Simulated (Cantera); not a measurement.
Charge: 1 mol Fe2O3, 1 mol Cl2, at 0.110 bar.

Method: chemical equilibrium by Gibbs-energy minimisation in Cantera with the NASA 1993 tables (ideal gas, pure condensed phases). Candidate condensed phases: Fe, FeCl2, FeCl3, FeO, Fe2O3, Fe3O4; 13 gas species. Equilibrium is a limit: real reactors are often held back by kinetics, nucleation or transport. All values below are at 900 K.

Base state: Cl2 0.965, FeCl3 0.0191, O2 0.0151, Fe2Cl6 0.000493, Cl 0.000219, FeCl2 4.77e-5 (mole fractions); condensed: Fe2O3(s).

What changes in the equilibrium state with this change: Fe2O3 replaced by Al2O3?


```json
[
 {"species": "Cl2", "before": "0.965", "after": "1.000"},
 {"species": "Cl", "before": "0.000219", "after": "0.000223"},
 {"species": "O2", "before": "0.0151", "after": "7.16e-6"},
 {"species": "FeCl3", "before": "0.0191", "after": "0"},
 {"species": "Fe2Cl6", "before": "0.000493", "after": "0"},
 {"species": "FeCl2", "before": "4.77e-5", "after": "0"},
 {"species": "Fe2O3(s), mol", "before": "0.990", "after": "0"},
 {"species": "Al2O3(s), mol", "before": "0", "after": "1.000"}
]
```
Condensed phases not in the tables: AlOCl. Further candidate phases: Al, AlCl3, Al2O3.
